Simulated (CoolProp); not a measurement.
Nitrous oxide along the isotherm 38.45 °C: Z from the reference equation and from simpler models built on Tc = 36.4 °C, pc = 7.245 MPa, ω = 0.161; each cubic takes its own stable root.

Computed with CoolProp (reference Helmholtz-energy equation of state, Lemmon 2006). It is a short technical equation, of lower accuracy than the large ones.

```json
[
 {"p (MPa)": "1.09", "phase": "gas", "reference": "?", "van der Waals": "0.9543", "Redlich-Kwong": "0.9480", "Soave-Redlich-Kwong": "0.9481", "Peng-Robinson": "0.9425"},
 {"p (MPa)": "2.17", "phase": "gas", "reference": "0.8910", "van der Waals": "0.9051", "Redlich-Kwong": "0.8926", "Soave-Redlich-Kwong": "0.8929", "Peng-Robinson": "0.8819"},
 {"p (MPa)": "3.26", "phase": "gas", "reference": "0.8287", "van der Waals": "0.8500", "Redlich-Kwong": "0.8315", "Soave-Redlich-Kwong": "0.8319", "Peng-Robinson": "0.8158"},
 {"p (MPa)": "4.35", "phase": "gas", "reference": "0.7582", "van der Waals": "0.7871", "Redlich-Kwong": "0.7627", "Soave-Redlich-Kwong": "?", "Peng-Robinson": "0.7426"},
 {"p (MPa)": "5.43", "phase": "gas", "reference": "0.6756", "van der Waals": "?", "Redlich-Kwong": "0.6826", "Soave-Redlich-Kwong": "?", "Peng-Robinson": "0.6588"},
 {"p (MPa)": "6.52", "phase": "gas", "reference": "?", "van der Waals": "0.6103", "Redlich-Kwong": "0.5769", "Soave-Redlich-Kwong": "0.5790", "Peng-Robinson": "0.5510"},
 {"p (MPa)": "7.61", "phase": "supercritical", "reference": "0.2652", "van der Waals": "0.3248", "Redlich-Kwong": "?", "Soave-Redlich-Kwong": "?", "Peng-Robinson": "0.2924"},
 {"p (MPa)": "8.69", "phase": "supercritical", "reference": "0.2212", "van der Waals": "0.3127", "Redlich-Kwong": "0.2682", "Soave-Redlich-Kwong": "0.2701", "Peng-Robinson": "0.2454"},
 {"p (MPa)": "9.78", "phase": "supercritical", "reference": "0.2342", "van der Waals": "0.3297", "Redlich-Kwong": "0.2781", "Soave-Redlich-Kwong": "0.2794", "Peng-Robinson": "0.2529"},
 {"p (MPa)": "10.9", "phase": "supercritical", "reference": "0.2512", "van der Waals": "0.3519", "Redlich-Kwong": "0.2938", "Soave-Redlich-Kwong": "0.2948", "Peng-Robinson": "0.2663"}
]
```

Q: What belongs in the gaps?

A: 
- 1.09, reference: 0.9473
- 4.35, Soave-Redlich-Kwong: 0.7634
- 5.43, van der Waals: 0.7123
- 5.43, Soave-Redlich-Kwong: 0.6837
- 6.52, reference: 0.5654
- 7.61, Redlich-Kwong: 0.3014
- 7.61, Soave-Redlich-Kwong: 0.3145
